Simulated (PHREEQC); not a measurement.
Na2CO3 is added in steps, without added water, to 1 kg of water holding 6.3 mmol/kgw H2SO4, at 87 °C. O2 is buffered at 0.21 atm. CO2 from the air is kept out. No solid was allowed to form.

Base run: PHREEQC, ion-association model, wateq4f.dat. Each further column changes one thing. The table gives pH.

```json
[
 {"Na2CO3 added (mol)": "0", "base": "2.14", "diluted 10-fold with water": "2.99", "H2SO4 from 0.0063 to 0.00063 mol/kgw": "2.99", "solids may form": "2.14"},
 {"Na2CO3 added (mol)": "0.00125", "base": "2.27", "diluted 10-fold with water": "7.79", "H2SO4 from 0.0063 to 0.00063 mol/kgw": "7.79", "solids may form": "2.27"},
 {"Na2CO3 added (mol)": "0.003125", "base": "2.53", "diluted 10-fold with water": "9.38", "H2SO4 from 0.0063 to 0.00063 mol/kgw": "9.38", "solids may form": "2.53"},
 {"Na2CO3 added (mol)": "0.004375", "base": "2.80", "diluted 10-fold with water": "9.52", "H2SO4 from 0.0063 to 0.00063 mol/kgw": "9.52", "solids may form": "2.80"},
 {"Na2CO3 added (mol)": "0.00625", "base": "4.28", "diluted 10-fold with water": "9.63", "H2SO4 from 0.0063 to 0.00063 mol/kgw": "9.63", "solids may form": "4.28"},
 {"Na2CO3 added (mol)": "0.0075", "base": "5.97", "diluted 10-fold with water": "9.68", "H2SO4 from 0.0063 to 0.00063 mol/kgw": "9.68", "solids may form": "5.97"},
 {"Na2CO3 added (mol)": "0.00875", "base": "6.39", "diluted 10-fold with water": "9.71", "H2SO4 from 0.0063 to 0.00063 mol/kgw": "9.71", "solids may form": "6.39"},
 {"Na2CO3 added (mol)": "0.01063", "base": "6.92", "diluted 10-fold with water": "9.75", "H2SO4 from 0.0063 to 0.00063 mol/kgw": "9.75", "solids may form": "6.92"},
 {"Na2CO3 added (mol)": "0.01188", "base": "7.39", "diluted 10-fold with water": "9.77", "H2SO4 from 0.0063 to 0.00063 mol/kgw": "9.77", "solids may form": "7.39"},
 {"Na2CO3 added (mol)": "0.01375", "base": "8.27", "diluted 10-fold with water": "9.80", "H2SO4 from 0.0063 to 0.00063 mol/kgw": "9.80", "solids may form": "8.27"},
 {"Na2CO3 added (mol)": "0.015", "base": "8.53", "diluted 10-fold with water": "9.81", "H2SO4 from 0.0063 to 0.00063 mol/kgw": "9.81", "solids may form": "8.53"}
]
```

At this temperature some constants are extrapolated from 25 °C, and those without enthalpy data are left unchanged. Solids allowed in the column 'solids may form': Mirabilite, Nahcolite, Natron.
